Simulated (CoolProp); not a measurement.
R11 along the isotherm -34.75 °C: fugacity coefficient from the reference equation and from simpler models built on Tc = 198.0 °C, pc = 44.08 bar, ω = 0.189; each cubic takes its own stable root.

Computed with CoolProp (reference Helmholtz-energy equation of state, Jacobsen 1992).

```
p (bar)   phase  reference
-------  ------  ---------
1.38     liquid    0.05063
2.75     liquid    0.02556
4.13     liquid    0.01712
5.51     liquid    0.01291
6.89     liquid    0.01038
8.26     liquid   0.008713
9.64     liquid   0.007510
11       liquid   0.006620
12.4     liquid   0.005908
13.8     liquid   0.005341
15.2     liquid   0.004878
16.5     liquid   0.004519
17.9     liquid   0.004191
19.3     liquid   0.003910
20.7     liquid   0.003668
22       liquid   0.003470
```

Question: How far does each simpler model (van der Waals, Redlich-Kwong, Soave-Redlich-Kwong, Peng-Robinson) lie from the reference over these 16 states: mean and median of the absolute difference, and the worst?

Answer: 
- van der Waals: mean 1770.0 %, median 1770.4 %, worst +1819.0 % at -34.75 °C and 22 bar
- Redlich-Kwong: mean 68.6 %, median 68.6 %, worst +69.1 % at -34.75 °C and 22 bar
- Soave-Redlich-Kwong: mean 0.9 %, median 0.9 %, worst -1.1 % at -34.75 °C and 1.38 bar
- Peng-Robinson: mean 5.4 %, median 5.4 %, worst +5.6 % at -34.75 °C and 1.38 bar
